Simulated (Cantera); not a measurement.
**Silicon carbide growth: CH3SiCl3 + C2H2 + H2**

Charge: 1 mol CH3SiCl3, 0.04 mol C2H2, a varied amount of H2, held at 827 °C and 10.0 mbar.

Method: chemical equilibrium by Gibbs-energy minimisation in Cantera with the NASA 1993 tables (ideal gas, pure condensed phases). Candidate condensed phases: C, C6H6, C7H8, C8H18, Si, SiC; 109 gas species. The feed counts by its element totals alone. The tables' values for SiCl3 are old estimates; treat these amounts as uncertain. Kinetics and transport are ignored.

From 1.9 mol H2 to 22 mol H2 the condensed part is C(graphite) + SiC(s). The main Si-bearing gas is SiCl4 throughout. The share of Si in condensed phases is highest at 22 mol H2 (98.6 %) and lowest at 1.9 mol H2 (63.7 %).

```
n(H2) (mol)   x H2  x HCl   x SiCl4  x SiHCl3  n C(graphite)  n SiC(s)
-----------  -----  -----  --------  --------  -------------  --------
1.9          0.579  0.342    0.0757   0.00189          0.443     0.637
2.6          0.613  0.327    0.0569   0.00157          0.398     0.681
3.6          0.651  0.307    0.0391   0.00122          0.343     0.736
4.8          0.688  0.285    0.0259  0.000922          0.290     0.789
6.5          0.728  0.256    0.0151  0.000633          0.231     0.847
8.8          0.769  0.222   0.00773  0.000394          0.177     0.900
12           0.810  0.186   0.00337  0.000217          0.133     0.943
16           0.846  0.152   0.00138  0.000113          0.106     0.969
22           0.881  0.118  0.000462   5.10e-5         0.0873     0.986
```
x: gas mole fraction; n: condensed amount in mol.
